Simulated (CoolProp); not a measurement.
Propylene along the isotherm -73.45 °C: fugacity coefficient from the reference equation and from simpler models built on Tc = 91.1 °C, pc = 4.555 MPa, ω = 0.146; each cubic takes its own stable root.

Model: reference Helmholtz-energy equation of state, Lemmon 2013, in CoolProp.

| p (MPa) | phase | reference | Redlich-Kwong | Soave-Redlich-Kwong | Peng-Robinson |
|---|---|---|---|---|---|
| 0.0072 | gas | 0.9963 | 0.9972 | 0.9971 | 0.9970 |
| 0.0106 | gas | 0.9946 | 0.9959 | 0.9957 | 0.9956 |
| 0.0155 | gas | 0.9921 | 0.9940 | 0.9938 | 0.9936 |
| 0.0228 | gas | 0.9884 | 0.9912 | 0.9908 | 0.9906 |
| 0.0334 | liquid | 0.7764 | 0.9871 | 0.7661 | 0.7990 |
| 0.0491 | liquid | 0.5285 | 0.6813 | 0.5215 | 0.5438 |
| 0.072 | liquid | 0.3607 | 0.4650 | 0.3560 | 0.3712 |
| 0.106 | liquid | 0.2454 | 0.3163 | 0.2421 | 0.2524 |
| 0.155 | liquid | 0.1681 | 0.2168 | 0.1659 | 0.1729 |
| 0.228 | liquid | 0.1146 | 0.1478 | 0.1131 | 0.1179 |
| 0.334 | liquid | 0.07857 | 0.1014 | 0.07759 | 0.08080 |
| 0.491 | liquid | 0.05378 | 0.06942 | 0.05313 | 0.05528 |
| 0.72 | liquid | 0.03701 | 0.04780 | 0.03658 | 0.03802 |
| 1.06 | liquid | 0.02548 | 0.03294 | 0.02520 | 0.02616 |
| 1.55 | liquid | 0.01776 | 0.02300 | 0.01759 | 0.01822 |
| 2.28 | liquid | 0.01243 | 0.01613 | 0.01233 | 0.01273 |

At some of these states Redlich-Kwong gives the other phase, because its saturation line lies elsewhere.
